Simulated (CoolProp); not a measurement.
Aqueous magnesium chloride as a coolant, at -9 °C, 1 atm.

Model: Melinder's fits for secondary coolants, in CoolProp.

| mass % | freezing point (°C) | Prandtl number | conductivity (W/(m K)) | cp (kJ/(kg K)) | density (kg/m³) |
|---|---|---|---|---|---|
| 13.1 | -13.2 | 30.3 | 0.516 | 3.378 | 1119 |
| 15.4 | -17.6 | 32.2 | 0.511 | 3.255 | 1140 |
| 17.7 | -22.6 | 34.6 | 0.505 | 3.138 | 1162 |
| 20.1 | -29.0 | 42.1 | 0.499 | 3.025 | 1186 |
| 22.4 | -37.0 | 70.3 | 0.489 | 2.926 | 1212 |
| 24.7 | -48.4 | 228 | 0.474 | 2.836 | 1242 |
| 27 | -65.1 | 2360 | 0.449 | 2.753 | 1280 |
